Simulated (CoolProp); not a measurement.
Vapour-liquid equilibrium of R143a (1) + dimethyl ether (2) at 276.9 K; x and y are mole fractions of (1).

Computed with CoolProp (multi-fluid Helmholtz-energy mixture model, Lemmon and Jacobsen 2000 and Wu 2011; pair parameters Bell 2016).

| x | bubble pressure, mixture model (MPa) | bubble pressure, Raoult's law (MPa) | y, mixture model | y, Raoult's law |
|---|---|---|---|---|
| 0.05 | 0.3270 | 0.3231 | 0.112 | 0.108 |
| 0.125 | 0.3608 | 0.3525 | (withheld) | 0.247 |
| 0.2 | 0.3932 | 0.3818 | 0.362 | 0.364 |
| 0.275 | 0.4244 | 0.4112 | 0.456 | 0.465 |
| 0.35 | 0.4545 | 0.4406 | 0.537 | 0.552 |
| 0.425 | (withheld) | 0.4700 | 0.608 | 0.629 |
| 0.5 | 0.5123 | 0.4994 | 0.672 | 0.696 |
| 0.575 | 0.5402 | 0.5288 | 0.730 | 0.756 |
| 0.65 | 0.5679 | 0.5581 | 0.783 | 0.810 |
| 0.725 | (withheld) | 0.5875 | 0.833 | 0.858 |
| 0.8 | 0.6224 | 0.6169 | 0.881 | 0.902 |
| 0.875 | 0.6496 | 0.6463 | 0.927 | 0.941 |
| 0.95 | 0.6769 | 0.6757 | 0.971 | 0.978 |

Problem. Some entries are withheld; supply them.

Solution. 
- 0.125, y, mixture model: 0.250
- 0.425, bubble pressure, mixture model (MPa): 0.4837
- 0.725, bubble pressure, mixture model (MPa): 0.5952

The largest gap from Raoult's law is +3.2 % in bubble pressure, at x = 0.275. No azeotrope shows between x = 0.05 and 0.95.

The pair parameters rest on a limited set of measurements; away from them the model extrapolates.
